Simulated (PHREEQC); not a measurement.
## Alkaline etch or developer (model solution)

Consider water at 10 °C with 0.0066 mol/kgw TMAH and 0.011 mol/kgw Na2SiO3. Closed to the air; pH follows from the charge balance.

Model: ion-association model, phreeqc.dat, run in PHREEQC.

| Property | Result |
|---|---|
| pH | 12.66 |
| ionic strength | 0.0302 mol/kgw |
| total alkalinity | 28.6 meq/kg |

```csv
species,molality,activity,log γ
Na+,0.0220,0.0188,-0.068
OH-,0.0160,0.0136,-0.072
H3SiO4-,0.00939,0.00799,-0.071
(CH3)4N+,0.00660,0.00561,-0.071
H2SiO4-2,0.00159,0.000862,-0.265
H4SiO4,2.07e-5,2.09e-5,0.003
```

Precipitation was switched off in this run. Complexes and solids missing from the database can't appear. (CH3)4N+ isn't in the database: it is added as a free cation with an ion size of 4 Å. At this temperature some constants are extrapolated from 25 °C, and those without enthalpy data are left unchanged.
